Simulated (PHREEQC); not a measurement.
Spent oxide etchant: speciation

Consider water at 63 °C with 0.11 mol NH4HF2, 0.085 mol (NH4)2SiF6, 4.9e-05 mol H3PO4 and 0.001 mol H2SO4 per kg of water. Closed to the air; pH follows from the charge balance.

Model: ion-association model, phreeqc.dat, run in PHREEQC.

This is a speciation only: nothing precipitates in the calculation.

Question: What pH, activity of water does the model give?

Answer: pH 3.25; activity of water 0.991.

Question: In which forms is S present?

Answer: SO4-2 59 %, NH4SO4- 38 %, HSO4- 2.5 % of the S.

Complexes and solids missing from the database can't appear. Away from 25 °C the constants follow the database's enthalpies or fits; those with neither stay at their 25 °C values. SiF6-2 is the database's only silicon fluoride.
